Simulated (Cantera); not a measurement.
Cantera with NASA thermochemical tables; ideal gases at 1 bar, condensed phases pure. Values are per mole of reaction as written; species without (g) are pure solids or liquids, kept so even where they would boil at 1 bar.

H2O(g) + V2O4 → V2O5 + 2 H(g)

```csv
T (K),ΔH° (kJ),ΔS° (J/K),ΔG° (kJ),log10 K,condensed phases
1750,640.7,149.8,378.5,-11.30,"V2O4(s), V2O5(l)"
1850,…,…,…,…,"V2O4(l), V2O5(l)"
1950,…,…,…,…,"V2O4(l), V2O5(l)"
2050,521.6,84.5,348.4,-8.88,"V2O4(l), V2O5(l)"
2150,…,…,…,…,"V2O4(l), V2O5(l)"
```

Q: Some entries are withheld; supply them.

A: 
- 1850, ΔH° (kJ): 528.0
- 1850, ΔS° (J/K): 87.8
- 1850, ΔG° (kJ): 365.6
- 1850, log10 K: -10.32
- 1950, ΔH° (kJ): 524.8
- 1950, ΔS° (J/K): 86.1
- 1950, ΔG° (kJ): 356.9
- 1950, log10 K: -9.56
- 2150, ΔH° (kJ): 518.2
- 2150, ΔS° (J/K): 82.9
- 2150, ΔG° (kJ): 340.0
- 2150, log10 K: -8.26
